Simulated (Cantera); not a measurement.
Gas-phase reforming

An isothermal, constant-pressure homogeneous reactor starts with 28.3 % CH₄, 51.0 % CO₂, 20.7 % H₂, at 1450 K and 0.132 atm.

Model: GRI-Mech 3.0 (53 species, 325 reactions), integrated in Cantera.

```
t (s)      x CH₄  x CO₂   x H₂      x CO    x C₂H₂
--------  ------  -----  -----  --------  --------
1.00e-5    0.283  0.510  0.207   1.50e-9    <1e-12
6.13e-5    0.283  0.510  0.207   2.10e-8    <1e-12
0.000376   0.283  0.510  0.207   5.33e-7    <1e-12
0.00231    0.283  0.510  0.207   1.77e-5  8.33e-10
0.0141     0.283  0.509  0.207  0.000397   1.12e-6
0.0867     0.281  0.505  0.205   0.00427  0.000238
0.532      0.265  0.475  0.196    0.0283   0.00554
3.26       0.186  0.336  0.169     0.137    0.0356
20.0      0.0449  0.143  0.211     0.288    0.0758
```
x: mole fraction; the columns are a selection and need not sum to one.

Equilibrium at this temperature and pressure: CH₄ 4.20e-8, CO₂ 0.0474, H₂ 0.396, CO 0.459, C₂H₂ <1e-12 (gas phase only).
